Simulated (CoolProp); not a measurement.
Saturated liquid density (kg/m³) of n-decane: the reference equation beside estimates from Tc = 617.7 K, pc = 21.01 bar, ω = 0.488. Rackett uses Z = 0.29056 − 0.08775 ω.

Computed with CoolProp (reference Helmholtz-energy equation of state, Lemmon 2006). It is a short technical equation, of lower accuracy than the large ones.

```
T (K)  reference  Rackett  van der Waals  Redlich-Kwong  Soave-Redlich-Kwong  Peng-Robinson
-----  ---------  -------  -------------  -------------  -------------------  -------------
428.2      621.1    636.1          334.2          485.2                522.7          590.9
433.4      616.5    631.1          331.8          480.9                518.8          586.6
438.6      611.8    626.0          329.3          476.5                514.7          582.1
443.7      607.2    621.0          326.9          472.1                510.6          577.6
448.9      602.4    615.8          324.3          467.6                506.3          572.9
454        597.6    610.7          321.8          463.0                501.9          568.2
459.2      592.7    605.3          319.2          458.3                497.4          563.2
464.3      587.9    600.0          316.5          453.6                492.8          558.2
469.5      582.8    594.6          313.8          448.7                488.1          552.9
474.7      577.7    589.0          311.0          443.7                483.1          547.5
479.8      572.5    583.4          308.2          438.7                478.2          542.0
```

Absolute difference from the reference over all 11 rows, mean and median: Rackett 2.2 and 2.2 %, van der Waals 46.2 and 46.2 %, Redlich-Kwong 22.6 and 22.5 %, Soave-Redlich-Kwong 16.1 and 16.0 %, Peng-Robinson 5.0 and 4.9 %.
